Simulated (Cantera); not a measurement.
A Cantera script and its output.

```python
import numpy as np
import cantera as ct

gas = ct.Solution("gri30.yaml")
gas.TPX = 1500, 68000, {'CO': 1, 'H2': 0.88, 'O2': 1.96, 'N2': 7.36}
reactor = ct.IdealGasConstPressureReactor(gas, energy="on", clone=False)
net = ct.ReactorNet([reactor])
net.rtol, net.atol = 1e-08, 1e-16
show = ['CO', 'H2', 'O2', 'H2O', 'OH']
times = np.geomspace(8e-06, 0.2, 11)

steps = ct.SolutionArray(gas, extra=["t"])
rows = []
print(f"{'t/s':>10s}{'T/K':>9s}{'P/Pa':>11s}" + "".join(f"{s:>11s}" for s in show))
for t in times:
    while net.time < t:
        t_next = net.step()
        steps.append(gas.state, t=t_next)
    rows.append([np.interp(t, steps.t, y) for y in (steps.T, steps.P, *steps(*show).X.T)])
    print(f"{t:10.3e}{rows[-1][0]:9.1f}{rows[-1][1]:11.4g}" + "".join(f"{x:11.3e}" for x in rows[-1][2:]))
rate = np.gradient(steps.T, steps.t)
print("integrator steps:", len(steps.t))
if steps.T.max() > steps.T[0] + 200:
    print(f"time of steepest temperature rise: {steps.t[rate.argmax()]:.4e} s")
gas.TPX = 1500, 68000, {'CO': 1, 'H2': 0.88, 'O2': 1.96, 'N2': 7.36}
gas.equilibrate("HP")
print(f"equilibrium (HP): T = {gas.T:.1f} K  " + "  ".join(f"{s} {gas[s].X[0]:.3e}" for s in show))
```

Output:

```
       t/s      T/K       P/Pa         CO         H2         O2        H2O         OH
 8.000e-06   1500.0    6.8e+04  8.928e-02  7.856e-02  1.750e-01  7.223e-06  2.213e-06
 2.202e-05   1505.9    6.8e+04  8.831e-02  6.473e-02  1.669e-01  9.323e-03  2.551e-03
 6.063e-05   1788.8    6.8e+04  4.849e-02  7.400e-03  1.075e-01  5.356e-02  1.197e-02
 1.669e-04   2100.4    6.8e+04  3.206e-02  6.261e-03  1.013e-01  6.098e-02  1.571e-02
 4.595e-04   2349.6    6.8e+04  2.281e-02  3.739e-03  1.008e-01  6.977e-02  1.515e-02
 1.265e-03   2496.9    6.8e+04  1.432e-02  2.115e-03  9.942e-02  7.508e-02  1.266e-02
 3.482e-03   2514.5    6.8e+04  1.291e-02  1.891e-03  9.831e-02  7.589e-02  1.205e-02
 9.586e-03   2509.4    6.8e+04  1.271e-02  1.866e-03  9.631e-02  7.609e-02  1.181e-02
 2.639e-02   2502.6    6.8e+04  1.246e-02  1.834e-03  9.369e-02  7.634e-02  1.150e-02
 7.265e-02   2500.1    6.8e+04  1.237e-02  1.822e-03  9.273e-02  7.643e-02  1.138e-02
 2.000e-01   2500.0    6.8e+04  1.236e-02  1.822e-03  9.271e-02  7.643e-02  1.138e-02
integrator steps: 1464
time of steepest temperature rise: 2.8517e-05 s
equilibrium (HP): T = 2500.0 K  CO 1.236e-02  H2 1.822e-03  O2 9.271e-02  H2O 7.643e-02  OH 1.138e-02
```

Detailed kinetics in Cantera: GRI-Mech 3.0 (53 species, 325 reactions).
